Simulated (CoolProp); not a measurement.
Saturation properties of propylene.

Computed with CoolProp (reference Helmholtz-energy equation of state, Lemmon 2013).

```json
[
 {"T (°C)": "-8.65", "p (bar)": "4.471", "liquid density (kg/m³)": "558.7", "liquid cp (kJ/(kg K))": "2.382", "vapour Z": "0.8984", "surface tension (mN/m)": "11.3", "liquid viscosity (µPa s)": "131"},
 {"T (°C)": "-2.15", "p (bar)": "5.475", "liquid density (kg/m³)": "549.3", "liquid cp (kJ/(kg K))": "2.425", "vapour Z": "0.8832", "surface tension (mN/m)": "10.5", "liquid viscosity (µPa s)": "123"},
 {"T (°C)": "4.25", "p (bar)": "6.617", "liquid density (kg/m³)": "539.8", "liquid cp (kJ/(kg K))": "2.473", "vapour Z": "0.8668", "surface tension (mN/m)": "9.62", "liquid viscosity (µPa s)": "116"},
 {"T (°C)": "10.75", "p (bar)": "7.949", "liquid density (kg/m³)": "529.7", "liquid cp (kJ/(kg K))": "2.526", "vapour Z": "0.8488", "surface tension (mN/m)": "8.77", "liquid viscosity (µPa s)": "109"},
 {"T (°C)": "17.25", "p (bar)": "9.468", "liquid density (kg/m³)": "519.3", "liquid cp (kJ/(kg K))": "2.587", "vapour Z": "0.8292", "surface tension (mN/m)": "7.93", "liquid viscosity (µPa s)": "102"},
 {"T (°C)": "23.65", "p (bar)": "11.16", "liquid density (kg/m³)": "508.6", "liquid cp (kJ/(kg K))": "2.654", "vapour Z": "0.8084", "surface tension (mN/m)": "7.12", "liquid viscosity (µPa s)": "96.3"},
 {"T (°C)": "30.15", "p (bar)": "13.10", "liquid density (kg/m³)": "497.2", "liquid cp (kJ/(kg K))": "2.733", "vapour Z": "0.7855", "surface tension (mN/m)": "6.32", "liquid viscosity (µPa s)": "90.5"},
 {"T (°C)": "36.65", "p (bar)": "15.27", "liquid density (kg/m³)": "485.1", "liquid cp (kJ/(kg K))": "2.826", "vapour Z": "0.7606", "surface tension (mN/m)": "5.53", "liquid viscosity (µPa s)": "85.0"},
 {"T (°C)": "43.15", "p (bar)": "17.69", "liquid density (kg/m³)": "472.3", "liquid cp (kJ/(kg K))": "2.938", "vapour Z": "0.7337", "surface tension (mN/m)": "4.75", "liquid viscosity (µPa s)": "79.6"}
]
```

It boils at -47.6 °C under 1 atm.

Viscosity comes from a separate model (Huber 2003), an estimate that may be off by 10 % or more. Surface tension comes from a separate correlation (Mulero 2012).
